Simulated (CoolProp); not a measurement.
Vapour-liquid equilibrium of propane (1) + R227EA (2) at 6.99 bar; x and y are mole fractions of (1).

Model: multi-fluid Helmholtz-energy mixture model, Lemmon 2009 and Lemmon 2016; pair parameters Bell 2016, in CoolProp.

Task: Give the bubble temperature and the first vapour's composition at x = 0.05, 0.35, 0.5. Is there an azeotrope?

Result: x = 0.05: 307.3 K, y = 0.163; x = 0.35: 289.3 K, y = 0.603; x = 0.5: 286.4 K, y = 0.677. y crosses x between x = 0.8 and 0.95: the model has an azeotrope there.

The pair parameters rest on a limited set of measurements; away from them the model extrapolates.
